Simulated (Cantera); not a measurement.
A closed system holds: 1 mol Si3N4, a varied amount of N2O, 370 mol N2, equilibrated at 1 atm.

Method: chemical equilibrium by Gibbs-energy minimisation in Cantera with the NASA 1993 tables (ideal gas, pure condensed phases). Candidate condensed phases: Si, SiO2, Si2N2O, Si3N4; 16 gas species. Mutual solubility and eutectic melting of coexisting phases are not modelled. Kinetics and transport are ignored.

Stable condensed phases, one row left out:

```
T in K \ n(N2O) in mol
         0.033 0.056 0.097  0.17  0.29   0.5  0.87   1.5
   2198      A     A     A     A     A     A     A     A
   2148      B     B     B     B     B     B     B     B
   2098      B     B     B     B     B     B     B     B
   1998      B     B     B     B     B     B     B     C
   1948      B     B     B     B     B     C     C     C
   1898      B     B     B     B     C     C     C     C
   1848      B     B     C     C     C     C     C     C
   1798      C     C     C     C     C     C     C     C
```

A: Si; B: Si3N4; C: Si2N2O + Si3N4.

Task: Give the row for 2048 K.

Result: 0.033: Si3N4; 0.056: Si3N4; 0.097: Si3N4; 0.17: Si3N4; 0.29: Si3N4; 0.5: Si3N4; 0.87: Si3N4; 1.5: Si3N4.
